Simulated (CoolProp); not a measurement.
Vapour-liquid equilibrium of carbon dioxide (1) + n-pentane (2) at 5.85 °C; x and y are mole fractions of (1).

Computed with CoolProp (multi-fluid Helmholtz-energy mixture model, Span 1996 and Thol 2019; pair parameters Kunz 2012).

**Question.** Give the bubble pressure and the first vapour's composition at x = 0.05, 0.5, 0.8. Is there an azeotrope?

**Answer.** x = 0.05: 0.2712 MPa, y = 0.881; x = 0.5: 2.267 MPa, y = 0.983; x = 0.8: 3.095 MPa, y = 0.989. No azeotrope shows between x = 0.05 and 0.95.

The pair parameters rest on a limited set of measurements; away from them the model extrapolates. The gap from Raoult's law changes sign with composition, which may be real or a fault of the pair parameters; it wasn't checked against measurements.
